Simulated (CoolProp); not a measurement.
A Linde-Hampson liquefier for dry air: isothermal reversible compression at 290 K from 1 atm to 15 MPa, throttling to 1 atm, return gas leaving the recuperator 0 K below the feed. Each further row changes one setting.

Values from CoolProp's reference Helmholtz-energy equation of state, Lemmon 2000. It is a pseudo-pure fit of the blend.

| case | liquid yield per pass | compression work (kJ/kg of gas) |
|---|---|---|
| as stated | [?] | 413 |
| high pressure 30 MPa | 0.109 | [?] |
| warm-end temperature 320 K | [?] | [?] |
| warm-end gap 5 K | [?] | 413 |

Question: Fill in the missing entries.

Answer: 
- as stated, liquid yield per pass: 0.073
- high pressure 30 MPa, compression work (kJ/kg of gas): 473
- warm-end temperature 320 K, liquid yield per pass: 0.054
- warm-end temperature 320 K, compression work (kJ/kg of gas): 459
- warm-end gap 5 K, liquid yield per pass: 0.062
